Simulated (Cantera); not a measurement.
What does this Cantera script print?

```python
import numpy as np
import cantera as ct

gas_names = """
    K SF4 H2S
""".split()
cond_names = """
    S(cr1) S(cr2) S(L) KHF2(a) KHF2(b) KHF2(L)
""".split()


# ... load() reads the species with a 1 bar reference pressure and builds the phases ...
species = {s.name: s for s in load("nasa_gas.yaml", gas_names) + load("nasa_condensed.yaml", cond_names)}
# Each term lists the table entries of one substance; the one whose range holds T is used.
reactions = {
    '2 S + 2 KHF2 = 2 K(g) + SF4(g) + H2S(g)':
        [(-2, ['S(cr1)', 'S(cr2)', 'S(L)']), (-2, ['KHF2(a)', 'KHF2(b)', 'KHF2(L)']), (2, ['K']), (1, ['SF4']), (1, ['H2S'])],
}


def pick(names, T):
    return next(species[n] for n in names if species[n].thermo.min_temp <= T <= species[n].thermo.max_temp)


results = []
for label, terms in reactions.items():
    print(label)
    print("     T/K   dH/kJ  dS/(J/K)   dG/kJ   log10 K")
    for T in [848, 873, 898, 923, 948, 973, 998, 1023, 1048, 1073]:
        used = [(nu, pick(names, T)) for nu, names in terms]
        dH = sum(nu * s.thermo.h(T) for nu, s in used) / 1e6
        dS = sum(nu * s.thermo.s(T) for nu, s in used) / 1e3
        dG = dH - T * dS / 1e3
        logK = -dG * 1e6 / (ct.gas_constant * T * np.log(10))
        results.append((label, T, dH, dS, dG, logK, [s.name for _, s in used]))
        print(f"{T:8g} {dH:8.1f} {dS:8.1f} {dG:8.1f} {logK:8.2f}")
```

Output:

```
2 S + 2 KHF2 = 2 K(g) + SF4(g) + H2S(g)
     T/K   dH/kJ  dS/(J/K)   dG/kJ   log10 K
     848   1168.8    381.0    845.7   -52.09
     873   1166.6    378.4    836.2   -50.03
     898   1164.3    375.9    826.8   -48.09
     923   1162.1    373.5    817.4   -46.26
     948   1159.9    371.1    808.1   -44.52
     973   1157.7    368.9    798.8   -42.88
     998   1155.6    366.7    789.6   -41.33
    1023   1153.6    364.8    780.5   -39.85
    1048   1151.6    362.8    771.4   -38.45
    1073   1149.7    361.0    762.3   -37.11
```

Source: NASA polynomial tables (part measured, part estimated), evaluated in Cantera. Condensed species are held in their standard states even where they would react or evaporate.
